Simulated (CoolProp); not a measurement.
Vapour-liquid equilibrium of propylene (1) + acetone (2) at 285.7 K; x and y are mole fractions of (1).

Values from CoolProp's multi-fluid Helmholtz-energy mixture model, Lemmon 2013 and Lemmon 2006; pair parameters Bell 2016.

```csv
x,bubble pressure (bar),y at the bubble point,dew pressure at overall composition x (bar),liquid density (mol/L)
0.05,1.103,0.844,0.1840,13.72
0.125,2.406,0.930,0.1999,13.67
0.2,3.525,0.953,0.2186,13.61
0.275,4.423,0.964,0.2412,13.54
0.35,5.103,0.969,0.2688,13.47
0.425,5.600,0.973,0.3037,13.39
0.5,5.962,0.975,0.3489,13.30
0.575,6.243,0.977,0.4100,13.20
0.65,6.491,0.979,0.4970,13.10
0.725,6.749,0.981,0.6311,12.99
0.8,7.054,0.984,0.8647,12.86
0.875,7.441,0.988,1.373,12.74
0.95,7.940,0.994,3.312,12.61
```

No azeotrope shows between x = 0.05 and 0.95.

The pair parameters rest on a limited set of measurements; away from them the model extrapolates. With so large a gap from Raoult's law the liquid may split in two, which this calculation doesn't test in full.
